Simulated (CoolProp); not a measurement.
The fluid at 121.43 K and 0.195 MPa flows at 0.057 m/s in a round tube of 25 mm bore and 45 µm roughness, fully developed (64/Re and Nu = 3.66 if laminar; Colebrook and Gnielinski if turbulent). The same conditions are run with several fluids, on thermodynamics alone (safety and materials aside).

Computed with CoolProp (reference Helmholtz-energy equation of state of each fluid (normal hydrogen: Leachman 2009; nitrogen: Span 2000; oxygen: Schmidt 1985; dry air: Lemmon 2000)). Blends and air are pseudo-pure fits.

Q: Rank normal hydrogen, nitrogen, oxygen, dry air by Reynolds number, highest first.

A: oxygen (968), dry air (952), nitrogen (941), normal hydrogen (117)

| fluid | Darcy friction factor | pressure drop (Pa/m) | heat-transfer coefficient (W/(m² K)) | mass flow (kg/h) |
|---|---|---|---|---|
| normal hydrogen | 0.548 | 0.0139 | 12.1 | 0.0392 |
| nitrogen | 0.0680 | 0.0244 | 1.68 | 0.557 |
| oxygen | 0.0661 | 0.0273 | 1.65 | 0.639 |
| dry air | 0.0672 | 0.0250 | 1.70 | 0.577 |

Transport values come from each fluid's own correlations.
